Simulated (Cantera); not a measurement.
Charge: 1 mol CH4, 0.31 mol CO2, 23 mol N2, 0.21 mol NH3, equilibrated at 100 Torr.

Method: chemical equilibrium by Gibbs-energy minimisation in Cantera with the NASA 1993 tables (ideal gas, pure condensed phases). Candidate condensed phases: C, C6H6, C7H8, C8H18, H2O; 136 gas species. Rates play no part. All values below are at 2525 °C.

Base state: N2 0.852, H2 0.0500, H 0.0497, CO 0.0232, HCN 0.0190, HNC 0.00301, CN 0.00159, C2H2 (acetylene) 0.000739 (mole fractions); condensed: gas only.

Problem. What changes in the equilibrium state with this change: pressure from 100 Torr to 1.73 Torr?

Solution. 
```json
[
 {"species": "N2", "before": "0.852", "after": "0.808"},
 {"species": "H", "before": "0.0497", "after": "0.143"},
 {"species": "CO", "before": "0.0232", "after": "0.0219"},
 {"species": "H2", "before": "0.0500", "after": "0.00710"},
 {"species": "HCN", "before": "0.0190", "after": "0.00549"},
 {"species": "C", "before": "3.23e-5", "after": "0.00148"},
 {"species": "C2", "before": "1.01e-5", "after": "0.000363"},
 {"species": "C3", "before": "6.89e-5", "after": "0.00196"}
]
```
